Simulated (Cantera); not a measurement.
Feed: 1 mol borazine, 11 mol NH3, equilibrated at 0.0830 bar.

Method: chemical equilibrium by Gibbs-energy minimisation in Cantera with the NASA 1993 tables (ideal gas, pure condensed phases). Candidate condensed phases: B, BN; 15 gas species. The feed counts by its element totals alone. The numbers say what is thermodynamically allowed, not how fast it happens. All values below are at 1598 K.

Base state: H2 0.780, N2 0.220, H 0.000163 (mole fractions); condensed: BN(s).

What changes in the equilibrium state with this change: NH3 from 11 to 0.15 mol?


```json
[
 {"species": "H2", "before": "0.780", "after": "0.977"},
 {"species": "N2", "before": "0.220", "after": "0.0227"},
 {"species": "H", "before": "0.000163", "after": "0.000183"},
 {"species": "BN(s), mol", "before": "3.00", "after": "3.00"}
]
```
